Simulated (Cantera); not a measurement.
Hydrocarbon pyrolysis for carbon deposition

An isothermal, constant-pressure homogeneous reactor starts with C₂H₆ : N₂ = 1 : 43 (molar parts), at 1648 K and 13300 Pa.

Model: GRI-Mech 3.0 (53 species, 325 reactions), integrated in Cantera. GRI-Mech 3.0 stops at C3 and has no aromatics, soot or wall deposition, so with more carbon than oxygen in the feed, carbon stays in small species such as C2H2 where larger ones or solid carbon would form.

| t (s) | x C₂H₆ | x C₂H₂ | x CH₄ | x CH₃ | x H₂ | x HCN | x C₂H |
|---|---|---|---|---|---|---|---|
| 0.000400 | 0.00241 | 0.00477 | 0.00439 | 0.00332 | 0.0183 | 4.34e-6 | 4.85e-7 |
| 0.000954 | 0.000159 | 0.0121 | 0.00538 | 0.00102 | 0.0280 | 6.56e-6 | 5.20e-7 |
| 0.00228 | 2.27e-5 | 0.0164 | 0.00522 | 0.000406 | 0.0328 | 7.13e-6 | 2.87e-7 |
| 0.00543 | 6.90e-6 | 0.0184 | 0.00503 | 0.000209 | 0.0350 | 7.29e-6 | 1.68e-7 |
| 0.0129 | 2.84e-6 | 0.0192 | 0.00485 | 0.000128 | 0.0361 | 7.36e-6 | 1.10e-7 |
| 0.0309 | 1.68e-6 | 0.0194 | 0.00460 | 9.69e-5 | 0.0366 | 7.42e-6 | 8.85e-8 |
| 0.0737 | 1.30e-6 | 0.0197 | 0.00416 | 8.50e-5 | 0.0373 | 7.51e-6 | 8.68e-8 |
| 0.176 | 8.76e-7 | 0.0201 | 0.00336 | 7.02e-5 | 0.0385 | 7.71e-6 | 9.02e-8 |
| 0.419 | 4.19e-7 | 0.0206 | 0.00226 | 4.90e-5 | 0.0401 | 8.09e-6 | 9.57e-8 |
| 1.00 | 1.30e-7 | 0.0211 | 0.00122 | 2.76e-5 | 0.0416 | 8.70e-6 | 1.02e-7 |
x: mole fraction; the columns are a selection and need not sum to one.

Equilibrium at this temperature and pressure: C₂H₆ 3.26e-11, C₂H₂ 0.00428, CH₄ 1.57e-5, CH₃ 3.75e-7, H₂ 0.0434, HCN 0.0349, C₂H 2.18e-8 (gas phase only).
